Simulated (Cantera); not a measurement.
Equilibrium for silicon epitaxy and polysilicon growth: SiH2Cl2 + Cl2 + N2

Feed: 1 mol SiH2Cl2, 0.066 mol Cl2, 26 mol N2, held at 3.20 mbar.

These are equilibrium values from Cantera (NASA tables, ideal gas, pure condensed phases), not measurements of a reactor. Candidate condensed phases: NH4Cl, Si, Si3N4; 28 gas species. N2 is the only nitrogen source here; it is nearly inert below about 1500 K, so the nitride shown seldom forms there in practice. The tables' values for SiCl3 are old estimates; treat these amounts as uncertain. Equilibrium is a limit: real reactors are often held back by kinetics, nucleation or transport.

```csv
T (K),x N2,x HCl,x H2,x SiCl2,x SiCl4,n Si3N4(s)
1125,0.930,0.0571,0.00798,7.46e-5,0.00502,0.285
1150,0.929,0.0574,0.00786,0.000141,0.00487,0.285
1175,0.929,0.0575,0.00778,0.000258,0.00469,0.285
1200,0.929,0.0576,0.00772,0.000458,0.00447,0.284
1225,0.929,0.0576,0.00772,0.000784,0.00418,0.282
1250,0.929,0.0574,0.00779,0.00130,0.00382,0.279
1275,0.929,0.0570,0.00795,0.00206,0.00336,0.274
1300,0.928,0.0564,0.00824,0.00313,0.00283,0.267
1325,0.928,0.0554,0.00869,0.00453,0.00224,0.259
1350,0.927,0.0540,0.00934,0.00623,0.00166,0.248
1375,0.927,0.0522,0.0102,0.00813,0.00115,0.235
1400,0.927,0.0499,0.0113,0.0101,0.000752,0.221
1425,0.926,0.0473,0.0125,0.0121,0.000469,0.206
```
x: gas mole fraction; n: condensed amount in mol.

From 1125 K to 1425 K the condensed part is Si3N4(s). The main Si-bearing gas is SiCl4 at 1125 K and SiCl2 at 1425 K. The share of Si in condensed phases is highest at 1150 K (85.6 %) and lowest at 1425 K (61.8 %).
